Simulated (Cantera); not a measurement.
Input (Python, Cantera):

```python
import numpy as np
import cantera as ct

gas = ct.Solution("gri30.yaml")
gas.TPX = 1398, 2666, {'H2': 0.011, 'O2': 1}
inlet = ct.Reservoir(gas, clone=True)

reactor = ct.IdealGasConstPressureReactor(gas, energy="off", clone=False)
exhaust = ct.Reservoir(gas, clone=True)
tau = [1.2, 0.39, 0.13, 0.043, 0.014, 0.0048, 0.0016, 0.00053, 0.00018][0]
for a, b in ((inlet, reactor), (reactor, exhaust)):
    ct.MassFlowController(a, b, mdot=lambda t: reactor.mass / tau)
net = ct.ReactorNet([reactor])
show = ['H2', 'O2', 'OH', 'H2O2', 'H2O', 'HO2', 'H']

rows = []
print(f"{'tau/s':>10s}{'T/K':>9s}" + "".join(f"{s:>11s}" for s in show))
for tau in [1.2, 0.39, 0.13, 0.043, 0.014, 0.0048, 0.0016, 0.00053, 0.00018]:
    net.initial_time = 0.0
    net.advance(30 * tau)
    before = gas.X
    net.advance(40 * tau)
    drift = np.max(np.abs(gas.X - before) / (gas.X + 1e-9))
    rows.append([gas.T, *gas[show].X, drift])
    print(f"{tau:10.3e}{gas.T:9.1f}" + "".join(f"{x:11.3e}" for x in gas[show].X))
```

Result:

```
     tau/s      T/K         H2         O2         OH       H2O2        H2O        HO2          H
 1.200e+00   1398.0  1.779e-05  9.872e-01  6.004e-04  1.055e-08  1.060e-02  3.309e-07  2.291e-05
 3.900e-01   1398.0  3.362e-05  9.857e-01  8.213e-04  1.428e-08  1.045e-02  4.836e-07  5.872e-05
 1.300e-01   1398.0  6.223e-05  9.837e-01  1.063e-03  1.785e-08  1.025e-02  6.468e-07  1.260e-04
 4.300e-02   1398.0  1.202e-04  9.816e-01  1.297e-03  2.116e-08  1.002e-02  7.960e-07  2.182e-04
 1.400e-02   1398.0  2.624e-04  9.802e-01  1.529e-03  2.507e-08  9.706e-03  9.269e-07  3.090e-04
 4.800e-03   1398.0  6.202e-04  9.798e-01  1.816e-03  3.127e-08  9.161e-03  1.064e-06  3.872e-04
 1.600e-03   1398.0  1.574e-03  9.805e-01  2.201e-03  4.081e-08  7.980e-03  1.221e-06  4.515e-04
 5.300e-04   1398.0  3.976e-03  9.827e-01  2.325e-03  4.495e-08  5.536e-03  1.284e-06  4.112e-04
 1.800e-04   1398.0  9.410e-03  9.877e-01  7.300e-04  9.473e-09  1.059e-03  8.106e-07  9.281e-05
```

Model: GRI-Mech 3.0 (53 species, 325 reactions), integrated in Cantera. Radical loss at walls, strong at low pressure, is not modelled.
